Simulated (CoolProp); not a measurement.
The fluid at 293.15 K and 2.26 MPa is throttled through a valve to 0.593 MPa with no heat exchange. The same conditions are run with several fluids, on thermodynamics alone (safety and materials aside).

The numbers come from the reference Helmholtz-energy equation of state of each fluid (CH2F2 (R32): Tillner-Roth 1997; R410A: Lemmon 2003; octamethyltrisiloxane (MDM): Thol 2017; R152A: Outcalt 1996; R115: Lemmon 2016) in CoolProp. Blends and air are pseudo-pure fits.

```json
[
 {"fluid": "CH2F2 (R32)", "temperature change (K)": "-29.5", "final phase": "two-phase, vapour fraction 0.159", "final density (kg/m³)": "94.3"},
 {"fluid": "R410A", "temperature change (K)": "-29.1", "final phase": "two-phase, vapour fraction 0.193", "final density (kg/m³)": "109"},
 {"fluid": "octamethyltrisiloxane (MDM)", "temperature change (K)": "+0.7", "final phase": "liquid", "final density (kg/m³)": "820"},
 {"fluid": "R152A", "temperature change (K)": "+0.2", "final phase": "liquid", "final density (kg/m³)": "912"},
 {"fluid": "R115", "temperature change (K)": "-10.2", "final phase": "two-phase, vapour fraction 0.105", "final density (kg/m³)": "339"}
]
```
